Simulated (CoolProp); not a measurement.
Vapour-liquid equilibrium of ethane (1) + C2F6 (R116) (2) at 885 kPa; x and y are mole fractions of (1).

Model: multi-fluid Helmholtz-energy mixture model, Bücker 2006 and Lemmon 2006; pair parameters Bell 2016, in CoolProp.

Q: Give the bubble temperature and the first vapour's composition at x = 0.275, 0.5, 0.725. Is there an azeotrope?

A: x = 0.275: 235.2 K, y = 0.462; x = 0.5: 231.7 K, y = 0.606; x = 0.725: 231.1 K, y = 0.694. y crosses x between x = 0.65 and 0.725: the model has an azeotrope there.

Pair parameters are fitted to limited data, so mixtures are less certain than the pure fluids.
